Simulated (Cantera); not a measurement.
**Moist CO burnout**

An isothermal, constant-pressure homogeneous reactor starts with CO : O2 : H2O : N2 = 0.0082 : 0.0038 : 0.0003 : 1 (molar parts), equivalence ratio 1.1, at 1450 K and 13300 Pa.

Model: GRI-Mech 3.0 (53 species, 325 reactions), integrated in Cantera.

```json
[
 {"t (s)": "0.000200", "x CO": "0.00810", "x O2": "0.00375", "x H2O": "0.000296", "x NO": "<1e-12", "x H2": "<1e-12", "x N2O": "<1e-12"},
 {"t (s)": "0.000452", "x CO": "0.00810", "x O2": "0.00375", "x H2O": "0.000296", "x NO": "<1e-12", "x H2": "<1e-12", "x N2O": "<1e-12"},
 {"t (s)": "0.00102", "x CO": "0.00810", "x O2": "0.00375", "x H2O": "0.000296", "x NO": "<1e-12", "x H2": "<1e-12", "x N2O": "<1e-12"},
 {"t (s)": "0.00231", "x CO": "0.00810", "x O2": "0.00375", "x H2O": "0.000296", "x NO": "<1e-12", "x H2": "8.35e-12", "x N2O": "<1e-12"},
 {"t (s)": "0.00521", "x CO": "0.00810", "x O2": "0.00375", "x H2O": "0.000296", "x NO": "<1e-12", "x H2": "1.09e-10", "x N2O": "1.94e-12"},
 {"t (s)": "0.0118", "x CO": "0.00810", "x O2": "0.00375", "x H2O": "0.000296", "x NO": "<1e-12", "x H2": "1.72e-9", "x N2O": "1.45e-11"},
 {"t (s)": "0.0266", "x CO": "0.00809", "x O2": "0.00375", "x H2O": "0.000296", "x NO": "2.40e-11", "x H2": "8.60e-8", "x N2O": "5.30e-10"},
 {"t (s)": "0.0601", "x CO": "0.00662", "x O2": "0.00261", "x H2O": "0.000132", "x NO": "7.90e-8", "x H2": "1.04e-5", "x N2O": "8.80e-8"},
 {"t (s)": "0.136", "x CO": "0.00471", "x O2": "0.00141", "x H2O": "1.50e-5", "x NO": "2.29e-6", "x H2": "7.56e-6", "x N2O": "8.29e-8"},
 {"t (s)": "0.307", "x CO": "0.00381", "x O2": "0.00126", "x H2O": "4.06e-5", "x NO": "6.15e-6", "x H2": "1.41e-5", "x N2O": "6.03e-8"},
 {"t (s)": "0.694", "x CO": "0.00267", "x O2": "0.000917", "x H2O": "0.000116", "x NO": "9.53e-6", "x H2": "2.30e-5", "x N2O": "4.18e-8"},
 {"t (s)": "1.57", "x CO": "0.00177", "x O2": "0.000550", "x H2O": "0.000199", "x NO": "1.13e-5", "x H2": "2.27e-5", "x N2O": "3.28e-8"},
 {"t (s)": "3.54", "x CO": "0.00121", "x O2": "0.000297", "x H2O": "0.000245", "x NO": "1.21e-5", "x H2": "1.78e-5", "x N2O": "2.67e-8"},
 {"t (s)": "8.00", "x CO": "0.000895", "x O2": "0.000146", "x H2O": "0.000267", "x NO": "1.26e-5", "x H2": "1.38e-5", "x N2O": "2.02e-8"}
]
```
x: mole fraction; the columns are a selection and need not sum to one.

Equilibrium at this temperature and pressure: CO 0.000586, O2 6.40e-9, H2O 0.000288, NO 1.87e-7, H2 9.40e-6, N2O 4.77e-12 (gas phase only).
